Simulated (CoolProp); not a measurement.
Computed with CoolProp (reference Helmholtz-energy equation of state, Akasaka 2020).

**Question.** For R1123, give the phase and the density (kg/m³), cv (kJ/(kg K)), isothermal compressibility (1/MPa), expansivity (1/kK) at 243.4 K and 14.5 bar; 305.7 K and 14.5 bar; 355.5 K and 14.5 bar.

**Answer.** 
- 243.4 K and 14.5 bar: liquid; density 1240, cv 0.814, isothermal compressibility 0.00299, expansivity 2.86
- 305.7 K and 14.5 bar: gas; density 56.2, cv 0.807, isothermal compressibility 0.852, expansivity 5.97
- 355.5 K and 14.5 bar: gas; density 44.4, cv 0.854, isothermal compressibility 0.764, expansivity 3.90
